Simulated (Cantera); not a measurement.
Charge: 1 mol SiC, 0.048 mol H2O, 52 mol N2, held at 10.0 Torr.

Equilibrium computed with Cantera from the NASA thermochemical tables; the gas is ideal and each condensed phase is pure. Candidate condensed phases: C, C6H6, C7H8, C8H18, H2O, Si, SiC, SiO2, Si2N2O, Si3N4; 151 gas species. N2 is the only nitrogen source here; it is nearly inert below about 1500 K, so the nitride shown seldom forms there in practice. Mutual solubility and eutectic melting of coexisting phases are not modelled. Kinetics and transport are ignored.

Problem. Which condensed phases are stable at each of these points (T (°C)): 627, 677, 727, 777, 827, 877, 927, 977, 1027, 1077, 1127?

Solution. 
```json
[
 {"T (°C)": "627", "condensed phases": "C(graphite) + Si2N2O(s) + Si3N4(s)", "Si condensed (%)": "100.0"},
 {"T (°C)": "677", "condensed phases": "C(graphite) + Si2N2O(s) + Si3N4(s)", "Si condensed (%)": "100.0"},
 {"T (°C)": "727", "condensed phases": "C(graphite) + Si2N2O(s) + Si3N4(s)", "Si condensed (%)": "100.0"},
 {"T (°C)": "777", "condensed phases": "C(graphite) + Si2N2O(s) + Si3N4(s)", "Si condensed (%)": "100.0"},
 {"T (°C)": "827", "condensed phases": "C(graphite) + Si2N2O(s) + Si3N4(s)", "Si condensed (%)": "100.0"},
 {"T (°C)": "877", "condensed phases": "C(graphite) + Si2N2O(s) + Si3N4(s)", "Si condensed (%)": "100.0"},
 {"T (°C)": "927", "condensed phases": "C(graphite) + Si2N2O(s) + Si3N4(s)", "Si condensed (%)": "100.0"},
 {"T (°C)": "977", "condensed phases": "C(graphite) + Si2N2O(s) + Si3N4(s)", "Si condensed (%)": "100.0"},
 {"T (°C)": "1027", "condensed phases": "C(graphite) + Si2N2O(s) + Si3N4(s)", "Si condensed (%)": "100.0"},
 {"T (°C)": "1077", "condensed phases": "C(graphite) + Si2N2O(s) + Si3N4(s)", "Si condensed (%)": "100.0"},
 {"T (°C)": "1127", "condensed phases": "C(graphite) + SiC(s) + Si2N2O(s)", "Si condensed (%)": "100.0"}
]
```

From 627 °C to 1077 °C the condensed part is C(graphite) + Si2N2O(s) + Si3N4(s). At 1127 °C the condensed part is C(graphite) + SiC(s) + Si2N2O(s).
